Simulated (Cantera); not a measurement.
Diamond growth

A diamond (100) surface in a fixed gas of H2 with x(CH4) = 0.0035, x(H) = 0.015, x(CH3) = 7.5e-05, 195 Torr; coverages are run to steady state.

Computed with Cantera and the Harris–Goodwin 1993 mechanism for the reconstructed diamond (100) surface.

| T (K) | growth (µm/h) | θ c6HH | θ c6H* | θ c6*H | θ c6** | θ c6HM |
|---|---|---|---|---|---|---|
| 950 | 8.11 | 0.641 | 0.0148 | 0.333 | 0.00678 | 0.00338 |
| 1000 | 10.4 | 0.594 | 0.0191 | 0.373 | 0.00986 | 0.00273 |
| 1050 | 12.8 | 0.551 | 0.0237 | 0.409 | 0.0138 | 0.00222 |
| 1100 | 15.2 | 0.510 | 0.0287 | 0.440 | 0.0185 | 0.00180 |
| 1150 | 17.3 | 0.472 | 0.0339 | 0.467 | 0.0242 | 0.00145 |
| 1200 | 18.4 | 0.438 | 0.0392 | 0.490 | 0.0307 | 0.00111 |
| 1250 | 17.8 | 0.407 | 0.0446 | 0.509 | 0.0381 | 0.000781 |
| 1300 | 15.4 | 0.378 | 0.0500 | 0.525 | 0.0463 | 0.000485 |
| 1350 | 12.4 | 0.352 | 0.0553 | 0.537 | 0.0551 | 0.000265 |
| 1400 | 10.1 | 0.329 | 0.0604 | 0.545 | 0.0644 | 0.000131 |
θ: site fractions in the mechanism's names (c6HH fully hydrogenated, c6H* and c6*H radical sites, c6** diradical, c6HM methylated).
